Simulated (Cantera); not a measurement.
# Oxide etching and cleaning by halides: MgO + F2 + O2

Input: 1 mol MgO, 13 mol F2, 1.5 mol O2, at 10.0 mbar.

Equilibrium computed with Cantera from the NASA thermochemical tables; the gas is ideal and each condensed phase is pure. Candidate condensed phases: Mg, MgF2, MgO; 14 gas species. Rates play no part.

From 450 °C to 1250 °C the condensed part is MgF2(s). From 1350 °C to 1650 °C nothing is condensed.

```csv
T (°C),log p F,log p F2,log p O2,log p MgF2,n MgF2(s)
450,-3.69,-2.08,-2.85,<-14,1.00
550,-2.99,-2.12,-2.87,<-14,1.00
650,-2.49,-2.25,-2.92,-12.51,1.00
750,-2.20,-2.57,-3.01,-10.39,1.00
850,-2.08,-3.09,-3.08,-8.65,1.000
950,-2.05,-3.65,-3.10,-7.21,1.000
1050,-2.04,-4.17,-3.11,-6.00,0.997
1150,-2.04,-4.63,-3.11,-4.96,0.971
1250,-2.04,-5.04,-3.12,-4.06,0.773
1350,-2.05,-5.42,-3.13,-3.43,0
1450,-2.05,-5.73,-3.13,-3.43,0
1550,-2.05,-6.01,-3.13,-3.43,0
1650,-2.05,-6.26,-3.13,-3.43,0
```
log p: log10 of the partial pressure in bar; n: condensed amount in mol.
